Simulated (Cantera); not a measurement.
A perfectly stirred reactor is fed with CO : O₂ : H₂O : N₂ = 0.0019 : 0.069 : 0.0015 : 1 (molar parts), equivalence ratio 0.014, at 500000 Pa; it is held at 1225 K, and followed from long to short residence time.

Cantera simulation using GRI-Mech 3.0 (53 species, 325 reactions); the numbers are that mechanism's predictions, not measurements.

Problem. What does this change do: pressure from 500000 Pa to 880000 Pa?

Solution. 
| quantity | before | after |
|---|---|---|
| x(CO) at τ = 0.300 s | 0.000245 | 0.000329 |
| x(O₂) at τ = 0.300 s | 0.0636 | 0.0637 |
| x(H₂O) at τ = 0.300 s | 0.00140 | 0.00140 |
| x(OH) at τ = 0.300 s | 1.44e-6 | 5.50e-7 |
| x(H₂O₂) at τ = 0.300 s | 5.19e-9 | 7.10e-9 |
| x(CO) at τ = 31.0 ms | 0.000946 | 0.00114 |
| x(O₂) at τ = 31.0 ms | 0.0640 | 0.0640 |
| x(H₂O) at τ = 31.0 ms | 0.00140 | 0.00140 |
| x(OH) at τ = 31.0 ms | 1.88e-6 | 6.31e-7 |
| x(H₂O₂) at τ = 31.0 ms | 2.55e-8 | 3.03e-8 |

Problem. What does this change do: temperature 1225 to 1050 K?

Solution. 
| quantity | before | after |
|---|---|---|
| x(CO) at τ = 0.300 s | 0.000245 | 0.00159 |
| x(O₂) at τ = 0.300 s | 0.0636 | 0.0643 |
| x(H₂O) at τ = 0.300 s | 0.00140 | 0.00140 |
| x(OH) at τ = 0.300 s | 1.44e-6 | 2.14e-8 |
| x(H₂O₂) at τ = 0.300 s | 5.19e-9 | 5.31e-8 |
| x(CO) at τ = 31.0 ms | 0.000946 | 0.00176 |
| x(O₂) at τ = 31.0 ms | 0.0640 | 0.0643 |
| x(H₂O) at τ = 31.0 ms | 0.00140 | 0.00140 |
| x(OH) at τ = 31.0 ms | 1.88e-6 | 1.05e-8 |
| x(H₂O₂) at τ = 31.0 ms | 2.55e-8 | 1.96e-8 |

Problem. What does this change do: pressure from 500000 Pa to 61000 Pa?

Solution. 
| quantity | before | after |
|---|---|---|
| x(CO) at τ = 0.300 s | 0.000245 | 0.000219 |
| x(O₂) at τ = 0.300 s | 0.0636 | 0.0636 |
| x(H₂O) at τ = 0.300 s | 0.00140 | 0.00139 |
| x(OH) at τ = 0.300 s | 1.44e-6 | 1.37e-5 |
| x(H₂O₂) at τ = 0.300 s | 5.19e-9 | 7.96e-9 |
| x(CO) at τ = 31.0 ms | 0.000946 | 0.000785 |
| x(O₂) at τ = 31.0 ms | 0.0640 | 0.0638 |
| x(H₂O) at τ = 31.0 ms | 0.00140 | 0.00139 |
| x(OH) at τ = 31.0 ms | 1.88e-6 | 2.33e-5 |
| x(H₂O₂) at τ = 31.0 ms | 2.55e-8 | 1.93e-8 |
